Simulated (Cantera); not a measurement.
Feed: 1 mol SiCl4, 1.7 mol Cl2, 6.7 mol H2, held at 1.30 bar.

These are equilibrium values from Cantera (NASA tables, ideal gas, pure condensed phases), not measurements of a reactor. Candidate condensed phases: Si; 19 gas species. The numbers say what is thermodynamically allowed, not how fast it happens. All values below are at 773 K.

Base state: H2 0.532, HCl 0.362, SiCl4 0.106, SiHCl3 9.83e-5 (mole fractions); condensed: gas only.

What changes in the equilibrium state with this change: Cl2 from 1.7 to 0.69 mol?


```csv
species,before,after
H2,0.532,0.716
HCl,0.362,0.165
SiCl4,0.106,0.119
SiHCl3,9.83e-5,0.000325
```
